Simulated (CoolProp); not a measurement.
Vapour-liquid equilibrium of R143a (1) + R236FA (2) at 0.245 MPa; x and y are mole fractions of (1).

The numbers come from the multi-fluid Helmholtz-energy mixture model, Lemmon and Jacobsen 2000 and Pan 2012; pair parameters Bell 2016 in CoolProp.

Task: Give the bubble temperature and the first vapour's composition at x = 0.575, 0.875, 0.95. Is there an azeotrope?

Result: x = 0.575: -13.1 °C, y = 0.886; x = 0.875: -23.4 °C, y = 0.980; x = 0.95: -25.4 °C, y = 0.993. No azeotrope shows between x = 0.05 and 0.95.

Pair parameters are fitted to limited data, so mixtures are less certain than the pure fluids.
